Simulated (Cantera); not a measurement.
Reactions in the system F-O-Pb

Standard-state values (1 bar) from the NASA 1993 polynomials, evaluated with Cantera. Values are per mole of reaction as written; species without (g) are pure solids or liquids, kept so even where they would boil at 1 bar.

3 PbO + 6 F(g) = 3 PbF₂ + O₃(g)

| T (K) | ΔH° (kJ) | ΔS° (J/K) | ΔG° (kJ) | log10 K |
|---|---|---|---|---|
| 1673 | -1665.2 | -523.5 | -789.4 | 24.65 |
| 1723 | -1661.7 | -521.4 | -763.3 | 23.14 |
| 1773 | -1658.2 | -519.4 | -737.3 | 21.72 |
| 1823 | -1654.7 | -517.5 | -711.3 | 20.38 |
| 1873 | -1651.1 | -515.5 | -685.5 | 19.12 |
| 1923 | -1647.4 | -513.6 | -659.8 | 17.92 |
| 1973 | -1643.7 | -511.7 | -634.2 | 16.79 |
| 2023 | -1639.9 | -509.8 | -608.6 | 15.71 |
| 2073 | -1636.0 | -507.9 | -583.2 | 14.69 |

2 PbO(g) + 2 F₂(g) = O₂(g) + 2 PbF₂

```
T (K)  ΔH° (kJ)  ΔS° (J/K)  ΔG° (kJ)  log10 K
-----  --------  ---------  --------  -------
1673    -1338.5     -281.0    -868.4    27.11
1723    -1333.4     -278.0    -854.4    25.90
1773    -1328.2     -275.1    -840.5    24.76
1823    -1323.1     -272.2    -826.9    23.69
1873    -1318.0     -269.4    -813.3    22.68
1923    -1312.8     -266.7    -799.9    21.73
1973    -1307.7     -264.1    -786.7    20.83
2023    -1302.6     -261.5    -773.5    19.97
2073    -1297.5     -259.0    -760.5    19.16
```
